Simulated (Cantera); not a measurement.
Feed: 1 mol SiCl4, 860 mol H2, at 1425 °C and 1.00 bar.

Equilibrium computed with Cantera from the NASA thermochemical tables; the gas is ideal and each condensed phase is pure. Candidate condensed phases: Si; 19 gas species. Gases not in the tables: Si2H6 and higher silanes. Equilibrium is a limit: real reactors are often held back by kinetics, nucleation or transport.

Base state: H2 0.995, HCl 0.00449, H 0.000144, SiCl2 7.28e-5, SiH2 1.39e-5 (mole fractions); condensed: Si(l).

Task: What changes in the equilibrium state with this change: H2 from 860 to 7.2 mol?

Result: 
| species | before | after |
|---|---|---|
| H2 | 0.995 | 0.699 |
| HCl | 0.00449 | 0.190 |
| SiCl2 | 7.28e-5 | 0.0847 |
| SiCl3 | 2.66e-7 | 0.0157 |
| SiCl4 | 1.92e-9 | 0.00572 |
| SiHCl3 | 8.20e-8 | 0.00405 |
| SiH2Cl2 | 6.10e-7 | 0.000499 |
| Cl | 5.07e-7 | 2.56e-5 |
| SiCl | 4.86e-7 | 1.12e-5 |
| Si(l), mol | 0.920 | 0 |
The tables' values for SiCl3, SiCl are old estimates; treat these amounts as uncertain.

Task: What changes in the equilibrium state with this change: SiCl4 replaced by SiHCl3?

Result: 
```
species       before     after
----------  --------  --------
H2             0.995     0.996
HCl          0.00449   0.00339
H           0.000144  0.000145
SiCl2        7.28e-5   4.15e-5
SiH2         1.39e-5   1.39e-5
Si(l), mol     0.920     0.948
```

Task: What changes in the equilibrium state with this change: pressure from 1.00 bar to 6.00 mbar?

Result: 
```tsv
species	before	after
H2	0.995	0.993
HCl	0.00449	0.00448
H	0.000144	0.00186
Si	6.58e-7	0.000110
SiH	1.02e-6	1.32e-5
SiCl2	7.28e-5	7.25e-5
SiH2	1.39e-5	1.39e-5
Si(l), mol	0.920	0.813
```
